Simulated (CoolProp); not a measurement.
Vapour-liquid equilibrium of n-heptane (1) + n-dodecane (2) at 480.1 K; x and y are mole fractions of (1).

The numbers come from the multi-fluid Helmholtz-energy mixture model, Span 2003 and Lemmon 2004; pair parameters Bell 2016 in CoolProp.

Task: Give the bubble pressure and the first vapour's composition at x = 0.05, 0.55, 0.85. Is there an azeotrope?

Result: x = 0.05: 0.1185 MPa, y = 0.335; x = 0.55: 0.5810 MPa, y = 0.915; x = 0.85: 0.9102 MPa, y = 0.976. No azeotrope shows between x = 0.05 and 0.95.

Pair parameters are fitted to limited data, so mixtures are less certain than the pure fluids.
